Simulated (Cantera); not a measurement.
**Fe2O3 + CO (carbothermic reduction)**

Charge: 1 mol Fe2O3, 3 mol CO, equilibrated at 101000 Pa.

Method: chemical equilibrium by Gibbs-energy minimisation in Cantera with the NASA 1993 tables (ideal gas, pure condensed phases). Candidate condensed phases: C, Fe, Fe(CO)5, FeO, Fe2O3, Fe3O4; 15 gas species. The tables' stoichiometric FeO is somewhat more stable than real wüstite, so its field is too wide. FeO: taken at fixed stoichiometry. Kinetics and transport are ignored.

```json
[
 {"T (K)": "1448", "x CO": "0.667", "x CO2": "0.333", "x Fe": "1.57e-8", "x FeO": "5.90e-11", "n FeO(s)": "2.00", "n FeO(l)": "0"},
 {"T (K)": "1548", "x CO": "0.667", "x CO2": "0.333", "x Fe": "1.25e-7", "x FeO": "8.48e-10", "n FeO(s)": "2.00", "n FeO(l)": "0"},
 {"T (K)": "1648", "x CO": "0.667", "x CO2": "0.333", "x Fe": "7.64e-7", "x FeO": "8.71e-9", "n FeO(s)": "2.00", "n FeO(l)": "0"},
 {"T (K)": "1748", "x CO": "0.667", "x CO2": "0.333", "x Fe": "3.41e-6", "x FeO": "6.14e-8", "n FeO(s)": "0", "n FeO(l)": "2.00"},
 {"T (K)": "1848", "x CO": "0.667", "x CO2": "0.333", "x Fe": "1.28e-5", "x FeO": "3.46e-7", "n FeO(s)": "0", "n FeO(l)": "2.00"},
 {"T (K)": "1948", "x CO": "0.667", "x CO2": "0.333", "x Fe": "4.19e-5", "x FeO": "1.61e-6", "n FeO(s)": "0", "n FeO(l)": "2.00"},
 {"T (K)": "2048", "x CO": "0.666", "x CO2": "0.333", "x Fe": "0.000121", "x FeO": "6.42e-6", "n FeO(s)": "0", "n FeO(l)": "2.00"},
 {"T (K)": "2148", "x CO": "0.666", "x CO2": "0.334", "x Fe": "0.000314", "x FeO": "2.23e-5", "n FeO(s)": "0", "n FeO(l)": "2.00"}
]
```
x: gas mole fraction; n: condensed amount in mol.

From 1448 K to 1648 K the condensed part is FeO(s). From 1748 K to 2148 K the condensed part is FeO(l). The main Fe-bearing gas is Fe throughout.
